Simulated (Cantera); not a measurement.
A freely propagating, adiabatic, planar premixed flame of 25.2 % H2, 12.7 % O2, 62.1 % N2, equivalence ratio 0.99, unburnt at 473 K and 0.661 atm; mixture-averaged transport, grid criteria slope 0.08 and curve 0.16, no radiation.

Model: the H2/O2 subset of GRI-Mech 3.0, which has no nitrogen chemistry, integrated in Cantera. Burning velocities carry a grid error of a few per cent, more on coarse grids.

Problem. Predict: laminar burning velocity; thermal thickness; peak x(OH); peak x(O); peak x(H); peak x(H2O2).

Solution. 
```
Property                     Value
------------------------  --------
laminar burning velocity  357 cm/s
thermal thickness         0.782 mm
peak x(OH)                  0.0112
peak x(O)                  0.00886
peak x(H)                   0.0430
peak x(H2O2)               2.88e-5
```
